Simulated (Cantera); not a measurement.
**Equilibrium for abatement and gas-phase synthesis: HF + SO₂ + O₂**

A closed system holds: 1 mol HF, 0.75 mol SO₂, 0.94 mol O₂, at 160 bar.

Method: chemical equilibrium by Gibbs-energy minimisation in Cantera with the NASA 1993 tables (ideal gas, pure condensed phases). Candidate condensed phases: H₂O, H₂SO₄, S; 43 gas species. The ideal-gas law is rough above about 30 bar. The tables' values for SOF₂ are old estimates; treat these amounts as uncertain. The numbers say what is thermodynamically allowed, not how fast it happens.

```
T (K)   x HF   x O₂  x SO₂      x F       x O
-----  -----  -----  -----  -------  --------
2473   0.370  0.347  0.275  0.00158  0.000590
2548   0.369  0.347  0.275  0.00209  0.000851
2623   0.368  0.347  0.275  0.00268   0.00120
2698   0.368  0.346  0.275  0.00337   0.00167
2773   0.366  0.346  0.275  0.00416   0.00227
2848   0.365  0.345  0.275  0.00507   0.00304
2923   0.364  0.344  0.274  0.00610   0.00400
2998   0.362  0.343  0.273  0.00728   0.00520
3073   0.360  0.341  0.272  0.00860   0.00668
3148   0.358  0.340  0.271   0.0101   0.00847
3223   0.355  0.338  0.269   0.0117    0.0106
```
x: gas mole fraction; nothing condenses.

From 2473 K to 3223 K nothing is condensed.
